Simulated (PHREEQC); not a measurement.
A solution holds 0.0044 mol/kgw H2SO4, 0.00056 mol/kgw Li2SO4 and 0.00025 mol/kgw MgSO4, at 50 °C. Closed to the air; pH follows from the charge balance.

All values are PHREEQC results (ion-association model, phreeqc.dat), not measurements.

The ionic strength comes out as 0.0111 mol/kgw. What activity coefficients do Mg+2, Li+, H+, HSO4-, SO4-2 get?

Mg+2 0.65, Li+ 0.90, H+ 0.91, HSO4- 0.89, SO4-2 0.64.

No solid was allowed to form. Constants without temperature data keep their 25 °C values here.
